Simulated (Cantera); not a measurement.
Source: NASA polynomial tables (part measured, part estimated), evaluated in Cantera. Values are per mole of reaction as written; species without (g) are pure solids or liquids, kept so even where they would boil at 1 bar.

**Question.** Between 300 and 600 K, where is each reaction favourable under standard conditions?
- Ni3S4 + 8 H(g) ⇌ 4 H2S(g) + 3 Ni

**Answer.** 
- Ni3S4 + 8 H(g) ⇌ 4 H2S(g) + 3 Ni: ΔG° is -1467 kJ at 300 K and -1396 kJ at 600 K; it stays negative (K > 1). ΔH° is -1560 kJ and ΔS° -274 J/K at 600 K.
